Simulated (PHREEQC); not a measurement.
Consider water at 20 °C with 0.0021 mol/kgw NH4HF2, 0.058 mol/kgw (NH4)2SiF6 and 0.055 mol/kgw H2SO4. Closed to the air; pH follows from the charge balance.

Equilibrium calculation in PHREEQC: ion-association model, wateq4f.dat.

```yaml
pH: 1.23
ionic_strength: 0.260 mol/kgw
total_alkalinity: -344 meq/kg
```

| species | molality | activity | log γ |
|---|---|---|---|
| NH4+ | 0.112 | 0.0825 | -0.131 |
| H+ | 0.0748 | 0.0590 | -0.103 |
| SiF6-2 | 0.0574 | 0.0157 | -0.562 |
| HSO4- | 0.0320 | 0.0228 | -0.147 |
| SO4-2 | 0.0165 | 0.00442 | -0.573 |
| HF | 0.00736 | 0.00782 | 0.026 |

This is a speciation only: nothing precipitates in the calculation. The solution is supersaturated, for example in Quartz (slow to form), Chalcedony (slow to form), so a real one may precipitate; this is no full list. Complexes and solids missing from the database can't appear. SiF6-2 is the database's only silicon fluoride.
